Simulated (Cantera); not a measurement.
# Thermodynamics of metals in furnace atmospheres, feed Pb + H2S + N2

Charge: 1 mol Pb, a varied amount of H2S, 7.9 mol N2, equilibrated at 775 °C and 750 Torr.

Method: chemical equilibrium by Gibbs-energy minimisation in Cantera with the NASA 1993 tables (ideal gas, pure condensed phases). Candidate condensed phases: Pb, PbS, S; 18 gas species. Mutual solubility and eutectic melting of coexisting phases are not modelled. Gases not in the tables: S3 to S7. Rates play no part.

```json
[
 {"n(H2S) (mol)": "0.16", "x N2": "0.980", "x H2": "0.0193", "x H2S": "0.000502", "x PbS": "0.000292", "x S2": "9.82e-8", "x Pb": "4.47e-5", "x NH3": "1.14e-6", "n Pb(l)": "0.844", "n PbS(s)": "0.154"},
 {"n(H2S) (mol)": "0.47", "x N2": "0.944", "x H2": "0.0547", "x H2S": "0.00142", "x PbS": "0.000292", "x S2": "9.82e-8", "x Pb": "4.47e-5", "x NH3": "5.34e-6", "n Pb(l)": "0.542", "n PbS(s)": "0.456"},
 {"n(H2S) (mol)": "0.79", "x N2": "0.909", "x H2": "0.0886", "x H2S": "0.00230", "x PbS": "0.000292", "x S2": "9.82e-8", "x Pb": "4.47e-5", "x NH3": "1.08e-5", "n Pb(l)": "0.230", "n PbS(s)": "0.767"},
 {"n(H2S) (mol)": "1.1", "x N2": "0.878", "x H2": "0.111", "x H2S": "0.0111", "x PbS": "0.000292", "x S2": "1.46e-6", "x Pb": "1.16e-5", "x NH3": "1.49e-5", "n Pb(l)": "0", "n PbS(s)": "0.997"},
 {"n(H2S) (mol)": "1.4", "x N2": "0.849", "x H2": "0.108", "x H2S": "0.0430", "x PbS": "0.000292", "x S2": "2.33e-5", "x Pb": "2.90e-6", "x NH3": "1.39e-5", "n Pb(l)": "0", "n PbS(s)": "0.997"},
 {"n(H2S) (mol)": "1.7", "x N2": "0.823", "x H2": "0.104", "x H2S": "0.0727", "x PbS": "0.000292", "x S2": "7.11e-5", "x Pb": "1.66e-6", "x NH3": "1.31e-5", "n Pb(l)": "0", "n PbS(s)": "0.997"},
 {"n(H2S) (mol)": "2.1", "x N2": "0.790", "x H2": "0.100", "x H2S": "0.110", "x PbS": "0.000292", "x S2": "0.000174", "x Pb": "1.06e-6", "x NH3": "1.21e-5", "n Pb(l)": "0", "n PbS(s)": "0.997"}
]
```
x: gas mole fraction; n: condensed amount in mol.

From 0.16 mol H2S to 0.79 mol H2S the condensed part is Pb(l) + PbS(s). From 1.1 mol H2S to 2.1 mol H2S the condensed part is PbS(s). The main Pb-bearing gas is PbS throughout.
